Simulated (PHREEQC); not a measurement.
4.2 g of hydrous ferric oxide (600 m²/g; 0.2 weak and 0.005 strong sites per Fe, Dzombak-Morel constants, diffuse double layer) in 1 kg of water with 0.005 mol/kgw of an inert sodium salt, at 25 °C; the pH is set by adding NaOH or the inert anion's acid. O2 is buffered at 0.21 atm. No CO2 enters from the air. Precipitation was switched off in this run.

The numbers come from PHREEQC with the ion-association model, wateq4f.dat.

```
pH    surface charge σ (C/m²)  surface potential ψ (mV)
----  -----------------------  ------------------------
3                       0.322                       205
3.5                     0.267                       199
4                       0.202                       189
4.5                     0.144                       174
5                       0.097                       156
5.5                     0.063                       136
6                       0.039                       113
6.5                     0.023                        88
7                       0.013                        62
7.5                     0.006                        34
8                       0.001                         6
8.5                    -0.004                       -22
9                      -0.009                       -50
9.5                    -0.018                       -77
10                     -0.031                      -102
10.5                   -0.052                      -126
11                     -0.086                      -146
```

Species that the database lacks are ignored. The oxide is taken as insoluble; below pH 4 it would dissolve.
